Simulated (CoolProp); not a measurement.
Vapour-liquid equilibrium of R125 (1) + R236FA (2) at 267.8 K; x and y are mole fractions of (1).

The numbers come from the multi-fluid Helmholtz-energy mixture model, Lemmon 2005 and Pan 2012; pair parameters Bell 2016 in CoolProp.

Give the bubble pressure and the first vapour's composition at x = 0.35, 0.45, 0.55. Is there an azeotrope?

x = 0.35: 0.2456 MPa, y = 0.753; x = 0.45: 0.2921 MPa, y = 0.819; x = 0.55: 0.3392 MPa, y = 0.869. No azeotrope shows between x = 0.05 and 0.95.

The pair parameters rest on a limited set of measurements; away from them the model extrapolates.
